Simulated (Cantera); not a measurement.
# Hydrocarbon pyrolysis for carbon deposition

An isothermal, constant-pressure homogeneous reactor starts with 3.12 % C3H8, 96.9 % H2, at 1173 K and 2.93 Torr.

Cantera simulation using GRI-Mech 3.0 (53 species, 325 reactions); the numbers are that mechanism's predictions, not measurements. GRI-Mech 3.0 was tuned for natural gas; its chemistry of propane as a main component is partial and can be far from experiment. GRI-Mech 3.0 stops at C3 and has no aromatics, soot or wall deposition, so with more carbon than oxygen in the feed, carbon stays in small species such as C2H2 where larger ones or solid carbon would form. Radical loss at walls, strong at low pressure, is not modelled.

```tsv
t (s)	x C3H8	x H2	x H	x C2H2	x C2H4	x CH3	x CH4
6.00e-5	0.0312	0.969	4.82e-8	<1e-12	2.48e-8	6.84e-7	2.53e-8
0.000149	0.0312	0.969	2.46e-7	<1e-12	1.87e-7	1.66e-6	1.53e-7
0.000369	0.0312	0.969	1.03e-6	<1e-12	1.49e-6	4.20e-6	9.36e-7
0.000915	0.0312	0.969	3.29e-6	1.22e-11	1.08e-5	1.20e-5	6.23e-6
0.00227	0.0312	0.969	8.86e-6	6.76e-10	6.73e-5	3.61e-5	4.56e-5
0.00563	0.0308	0.968	2.25e-5	2.86e-8	0.000390	9.95e-5	0.000324
0.0140	0.0289	0.966	5.54e-5	1.09e-6	0.00221	0.000240	0.00207
0.0346	0.0201	0.958	0.000128	3.50e-5	0.0107	0.000416	0.0105
0.0859	0.00364	0.943	0.000195	0.000562	0.0259	0.000222	0.0268
0.213	0.000207	0.939	7.21e-5	0.00170	0.0281	4.73e-5	0.0305
0.529	1.88e-5	0.939	2.43e-5	0.00256	0.0273	1.52e-5	0.0308
1.31	1.84e-6	0.939	9.34e-6	0.00329	0.0266	5.79e-6	0.0308
3.25	1.10e-7	0.939	4.37e-6	0.00403	0.0258	2.70e-6	0.0308
8.06	3.12e-9	0.939	3.13e-6	0.00509	0.0247	1.94e-6	0.0308
20.0	1.91e-9	0.939	2.99e-6	0.00721	0.0226	1.85e-6	0.0307
```
x: mole fraction; the columns are a selection and need not sum to one.

Equilibrium at this temperature and pressure: C3H8 1.06e-10, H2 0.935, H 1.84e-6, C2H2 0.0226, C2H4 0.00153, CH3 1.53e-6, CH4 0.0411 (gas phase only).
